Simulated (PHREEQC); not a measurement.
A PHREEQC input (ion-association model, phreeqc.dat):

```
SOLUTION 1
  temp 85
  units mg/L
  pH 6.81
  pe 11.7
  Na 353
  K 0.0587
  Ca 279
  Mg 7.5
  Cl 845
  S(6) 191 as SO4
  Alkalinity 79.9 as HCO3 charge
  O(0) 0.368
  Zn 58.7
END
USE solution 1
EQUILIBRIUM_PHASES 1
  Gypsum 0 0
  Quartz 0 0.5
  CO2(g) -2 10
END
```

It stops with these messages:

```
ERROR: Alkalinity cannot be used with charge balance or solution phase boundary constraints.
ERROR: Program terminating due to input errors.
```

The fault: charge balance asked on alkalinity. The line should read `as HCO3` where the input has `as HCO3 charge`. With the mend the run ends at pH 7.15 and ionic strength 0.0372 mol/kgw.
